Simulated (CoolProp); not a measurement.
The numbers come from the reference Helmholtz-energy equation of state, Gedanitz 2015 in CoolProp.

Q: For cyclopentane, give the phase and the Z, cp (kJ/(kg K)) at 550 K and 0.588 MPa.

A: 
- 550 K and 0.588 MPa: gas; Z 0.964, cp 2.39
